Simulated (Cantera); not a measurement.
Input: 1 mol Al2O3, 9.3 mol H2, 5.7 mol H2O, held at 100000 Pa.

Equilibrium computed with Cantera from the NASA thermochemical tables; the gas is ideal and each condensed phase is pure. Candidate condensed phases: Al, Al2O3, H2O; 19 gas species. Kinetics and transport are ignored. All values below are at 848 K.

Base state: H2 0.620, H2O 0.380 (mole fractions); condensed: Al2O3(s).

What changes in the equilibrium state with this change: Al2O3 replaced by CuO?


```tsv
species	before	after
H2	0.620	0.553
H2O	0.380	0.447
Al2O3(s), mol	1.00	0
Cu(s), mol	0	1.00
```
Further candidate phases: Cu, CuO, Cu(OH)2, Cu2O.
